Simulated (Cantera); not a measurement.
**Adiabatic ignition**

An adiabatic, constant-volume homogeneous reactor starts with 13.1 % H₂, 17.7 % O₂, 66.8 % N₂, 2.37 % H₂O, at 1650 K and 3680 Torr.

Cantera simulation using GRI-Mech 3.0 (53 species, 325 reactions); the numbers are that mechanism's predictions, not measurements. The hydrogen kinetics of GRI-Mech 3.0 are dated; newer H2 mechanisms differ, most at raised pressure.

| t (s) | T (K) | P (bar) | x H₂ | x O₂ | x H₂O | x OH | x H | x N₂O |
|---|---|---|---|---|---|---|---|---|
| 6.00e-6 | 2525 | 7.10 | 0.00465 | 0.112 | 0.148 | 0.0200 | 0.00292 | 2.12e-6 |
| 1.45e-5 | 2635 | 7.36 | 0.00200 | 0.114 | 0.155 | 0.0145 | 0.000777 | 2.55e-6 |
| 3.51e-5 | 2638 | 7.37 | 0.00191 | 0.114 | 0.155 | 0.0142 | 0.000728 | 2.53e-6 |
| 8.50e-5 | 2637 | 7.37 | 0.00191 | 0.114 | 0.155 | 0.0141 | 0.000723 | 2.53e-6 |
| 0.000206 | 2635 | 7.36 | 0.00189 | 0.113 | 0.156 | 0.0140 | 0.000713 | 2.52e-6 |
| 0.000498 | 2629 | 7.34 | 0.00186 | 0.112 | 0.156 | 0.0138 | 0.000692 | 2.51e-6 |
| 0.00120 | 2619 | 7.31 | 0.00181 | 0.110 | 0.156 | 0.0134 | 0.000656 | 2.52e-6 |
| 0.00292 | 2607 | 7.28 | 0.00175 | 0.107 | 0.156 | 0.0129 | 0.000617 | 2.57e-6 |
| 0.00706 | 2602 | 7.26 | 0.00172 | 0.106 | 0.157 | 0.0127 | 0.000601 | 2.60e-6 |
| 0.0171 | 2602 | 7.26 | 0.00172 | 0.106 | 0.157 | 0.0127 | 0.000600 | 2.60e-6 |
| 0.0413 | 2602 | 7.26 | 0.00172 | 0.106 | 0.157 | 0.0127 | 0.000600 | 2.60e-6 |
| 0.100 | 2602 | 7.26 | 0.00172 | 0.106 | 0.157 | 0.0127 | 0.000600 | 2.60e-6 |
x: mole fraction; the columns are a selection and need not sum to one.

| Property | Value |
|---|---|
| time of steepest temperature rise | 2.13 µs |
| temperature at 0.100 s | 2602 K |
| equilibrium temperature | 2602 K |
| x(H₂) at 0.100 s | 0.00172 (gas-phase equilibrium 0.00172) |
| x(O₂) at 0.100 s | 0.106 (gas-phase equilibrium 0.106) |
| x(H₂O) at 0.100 s | 0.157 (gas-phase equilibrium 0.157) |
